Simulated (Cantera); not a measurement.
Input (Python, Cantera):

```python
import numpy as np
import cantera as ct

gas = ct.Solution("gri30.yaml")
gas.TPX = 350, 100000, {'CH4': 1, 'O2': 3.64, 'N2': 13.7}
inlet = ct.Reservoir(gas, clone=True)
gas.equilibrate("HP")  # start burning
reactor = ct.IdealGasConstPressureReactor(gas, energy="on", clone=False)
exhaust = ct.Reservoir(gas, clone=True)
tau = [0.056, 0.021, 0.0078, 0.0029, 0.0011, 0.00041, 0.00015, 5.7e-05, 2.1e-05][0]
for a, b in ((inlet, reactor), (reactor, exhaust)):
    ct.MassFlowController(a, b, mdot=lambda t: reactor.mass / tau)
net = ct.ReactorNet([reactor])
show = ['CH4', 'O2', 'HO2', 'CH2CO', 'CH3', 'OH', 'CH2']

rows = []
print(f"{'tau/s':>10s}{'T/K':>9s}" + "".join(f"{s:>11s}" for s in show))
for tau in [0.056, 0.021, 0.0078, 0.0029, 0.0011, 0.00041, 0.00015, 5.7e-05, 2.1e-05]:
    net.initial_time = 0.0
    net.advance(30 * tau)
    before = gas.X
    net.advance(40 * tau)
    drift = np.max(np.abs(gas.X - before) / (gas.X + 1e-9))
    rows.append([gas.T, *gas[show].X, drift])
    print(f"{tau:10.3e}{gas.T:9.1f}" + "".join(f"{x:11.3e}" for x in gas[show].X))
```

Result:

```
     tau/s      T/K        CH4         O2        HO2      CH2CO        CH3         OH        CH2
 5.600e-02   1605.6  2.784e-05  8.945e-02  3.450e-06  5.802e-09  4.392e-06  8.291e-04  5.616e-08
 2.100e-02   1598.7  5.231e-05  8.962e-02  6.257e-06  1.263e-08  7.580e-06  1.105e-03  1.266e-07
 7.800e-03   1586.1  1.005e-04  9.003e-02  1.117e-05  2.699e-08  1.304e-05  1.443e-03  2.749e-07
 2.900e-03   1562.7  2.017e-04  9.098e-02  1.943e-05  6.089e-08  2.287e-05  1.791e-03  5.685e-07
 1.100e-03   1518.3  4.551e-04  9.333e-02  3.367e-05  1.724e-07  4.345e-05  1.981e-03  1.125e-06
 4.100e-04    350.0  5.453e-02  1.985e-01 -2.161e-18 -6.649e-19 -6.066e-20 -1.208e-26  2.260e-34
 1.500e-04    350.0  5.453e-02  1.985e-01  2.314e-22  7.118e-23  6.494e-24  1.355e-30  3.106e-36
 5.700e-05    350.0  5.453e-02  1.985e-01  1.461e-23  4.496e-24  4.102e-25  8.503e-32 -9.892e-37
 2.100e-05    350.0  5.453e-02  1.985e-01  9.232e-25  2.840e-25  2.591e-26  5.367e-33  5.075e-38
```

Computed with Cantera and GRI-Mech 3.0 (53 species, 325 reactions).
